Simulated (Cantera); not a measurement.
A perfectly stirred reactor is fed with CH4 : O2 : N2 : H2 = 1 : 1.67 : 6.27 : 0.033 (molar parts), at 1.01 bar; it is adiabatic with a 348 K inlet, and is followed from long to short residence time, starting on the burning branch (τ in s: 0.026, 0.011, 0.0044, 0.0018, 0.00076, 0.00031, 0.00013, 5.4e-05, 2.2e-05, 9.3e-06).

Detailed kinetics in Cantera: GRI-Mech 3.0 (53 species, 325 reactions).

x: mole fraction; the columns are a selection and need not sum to one.

```csv
τ (s),T (K),x CH4,x O2,x CH2,x CH2O,x NO
0.026,2135,2.26e-5,0.000564,9.29e-7,2.16e-6,0.000352
0.011,2118,3.47e-5,0.000977,1.58e-6,3.59e-6,0.000356
0.0044,2093,5.88e-5,0.00170,2.70e-6,6.27e-6,0.000334
0.0018,2062,…,…,…,…,…
0.00076,2024,0.000208,0.00440,7.64e-6,2.08e-5,0.000227
0.00031,1977,0.000472,0.00716,1.42e-5,4.43e-5,0.000160
0.00013,1906,…,…,…,…,…
5.4e-5,348,0.111,0.186,<1e-12,<1e-12,<1e-12
2.2e-5,348,0.111,0.186,<1e-12,<1e-12,<1e-12
9.3e-6,348,0.111,0.186,<1e-12,<1e-12,<1e-12
```

Task: Some entries are withheld; supply them.

Result: 
- 0.0018, x CH4: 0.000107
- 0.0018, x O2: 0.00280
- 0.0018, x CH2: 4.52e-6
- 0.0018, x CH2O: 1.12e-5
- 0.0018, x NO: 0.000288
- 0.00013, x CH4: 0.00138
- 0.00013, x O2: 0.0136
- 0.00013, x CH2: 3.01e-5
- 0.00013, x CH2O: 0.000116
- 0.00013, x NO: 8.68e-5
